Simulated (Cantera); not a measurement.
# Stirred combustor or abatement burner

A perfectly stirred reactor is fed with 33.6 % CO, 1.31 % H2, 1.31 % CH4, 13.4 % O2, 50.4 % N2, equivalence ratio 1.5, at 1000000 Pa; it is adiabatic with a 650 K inlet, and is followed from long to short residence time, starting on the burning branch (τ in s: 0.14, 0.071, 0.035, 0.017, 0.0085, 0.0042, 0.0021, 0.001, 0.00051, 0.00025, 0.00012, 6.1e-05).

Cantera simulation using GRI-Mech 3.0 (53 species, 325 reactions); the numbers are that mechanism's predictions, not measurements.

```tsv
τ (s)	T (K)	x CO	x H2	x CH4	x C2H2	x O2	x CO2	x NO
0.14	2563	0.149	0.00380	5.67e-8	1.68e-11	0.000722	0.241	0.00125
0.071	2563	0.149	0.00380	1.10e-7	3.29e-11	0.000751	0.241	0.00125
0.035	2561	0.150	0.00381	2.15e-7	6.51e-11	0.000809	0.241	0.00125
0.017	2559	0.150	0.00381	4.15e-7	1.27e-10	0.000927	0.240	0.00125
0.0085	2554	0.150	0.00382	7.47e-7	2.27e-10	0.00114	0.240	0.00125
0.0042	2546	0.151	0.00384	1.29e-6	3.72e-10	0.00153	0.239	0.00123
0.0021	2532	0.152	0.00388	2.11e-6	5.34e-10	0.00219	0.237	0.00118
0.0010	2509	0.155	0.00394	3.42e-6	6.92e-10	0.00338	0.234	0.00106
0.00051	2478	0.158	0.00404	5.22e-6	8.04e-10	0.00504	0.230	0.000883
0.00025	2429	0.162	0.00420	8.20e-6	9.01e-10	0.00756	0.224	0.000656
0.00012	2361	0.169	0.00442	1.33e-5	1.02e-9	0.0110	0.215	0.000439
6.1e-5	2281	0.177	0.00466	2.17e-5	1.20e-9	0.0150	0.205	0.000293
```
x: mole fraction; the columns are a selection and need not sum to one.
